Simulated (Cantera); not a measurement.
## Equilibrium for tantalum, niobium, vanadium and zirconium in process gases: V + NH3 + H2

Feed: 1 mol V, 0.19 mol NH3, 83 mol H2, equilibrated at 652 °C and 75.0 Torr.

Equilibrium computed with Cantera from the NASA thermochemical tables; the gas is ideal and each condensed phase is pure. Candidate condensed phases: V, VN; 11 gas species. VN: taken at fixed stoichiometry. Condensed phases not in the tables: V2N, N, O or C dissolved in the metal. Rates play no part.

```
Item            Value
----------  ---------
x(H2)            1.00
n(V(s))     0.810 mol
n(VN(s))    0.190 mol
gas amount  83.28 mol
```
